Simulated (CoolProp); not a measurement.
Vapour-liquid equilibrium of nitrogen (1) + carbon monoxide (2) at 8.92 bar; x and y are mole fractions of (1).

Values from CoolProp's multi-fluid Helmholtz-energy mixture model, Span 2000 and Lemmon 2006; pair parameters Gernert 2013.

```
x     bubble temperature (K)  y at the bubble point  dew temperature at overall composition x (K)  liquid density (mol/L)
----  ----------------------  ---------------------  --------------------------------------------  ----------------------
0.05                   106.8                  0.066                                         106.9                   23.77
0.2                        ?                      ?                                         106.1                   23.84
0.35                   104.9                  0.417                                             ?                   23.90
0.5                    104.1                  0.567                                             ?                   23.96
0.65                   103.4                  0.705                                         103.7                   24.02
0.8                    102.7                  0.834                                         102.9                   24.08
0.95                   102.2                  0.959                                         102.2                   24.14
```

**Question.** What belongs in the gaps?

**Answer.** 
- 0.2, bubble temperature (K): 105.9
- 0.2, y at the bubble point: 0.250
- 0.35, dew temperature at overall composition x (K): 105.3
- 0.5, dew temperature at overall composition x (K): 104.5

No azeotrope shows between x = 0.05 and 0.95.

The pair parameters rest on a limited set of measurements; away from them the model extrapolates.
